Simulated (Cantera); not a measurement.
# Premixed flame

A freely propagating, adiabatic, planar premixed flame of H₂ : O₂ : N₂ : H₂O = 1 : 0.658 : 2.47 : 0.16 (molar parts), unburnt at 398 K and 1430 Torr; multicomponent+Soret transport, grid criteria slope 0.08 and curve 0.16, no radiation.

Cantera simulation using the H2/O2 subset of GRI-Mech 3.0, which has no nitrogen chemistry; the numbers are that mechanism's predictions, not measurements. Burning velocities carry a grid error of a few per cent, more on coarse grids.

```
z (mm)   T (K)  u (m/s)     x H₂    x O₂   x H₂O      x OH     x HO₂       x O
-------  -----  -------  -------  ------  ------  --------  --------  --------
-0.499     398     1.70    0.233   0.153  0.0373     <1e-8     <1e-8     <1e-8
-0.333     398     1.70    0.232   0.154  0.0374     <1e-8   3.84e-8     <1e-8
-0.250     398     1.70    0.229   0.154  0.0375     <1e-8   2.44e-7     <1e-8
-0.166     402     1.69    0.216   0.157  0.0383     <1e-8   5.18e-6   7.18e-8
-0.0832    498     1.98    0.165   0.163  0.0491   2.53e-5  0.000337   5.80e-6
-0.0416    818     3.18    0.124   0.150  0.0883  0.000686  0.000512  0.000226
0         1212     4.66   0.0766   0.116   0.156   0.00217  0.000231   0.00209
0.0416    1483     5.69   0.0389  0.0813   0.216   0.00563  0.000121   0.00491
0.0832    1639     6.29   0.0217  0.0630   0.246   0.00869   7.59e-5   0.00601
0.166     1797     6.87   0.0129  0.0528   0.265    0.0106   4.41e-5   0.00515
0.333     1924     7.31  0.00802  0.0490   0.278   0.00983   2.37e-5   0.00307
0.666     2006     7.59  0.00403  0.0473   0.287   0.00753   1.11e-5   0.00145
1.33      2049     7.73  0.00165  0.0468   0.292   0.00506   5.01e-6  0.000587
```
x: mole fraction of selected species; z is measured from the peak of heat release.

```
Property                    Result
------------------------  --------
laminar burning velocity  170 cm/s
thermal thickness         0.166 mm
peak x(OH)                  0.0107
peak x(HO₂)               0.000624
peak x(O)                  0.00604
grid points                    108
```
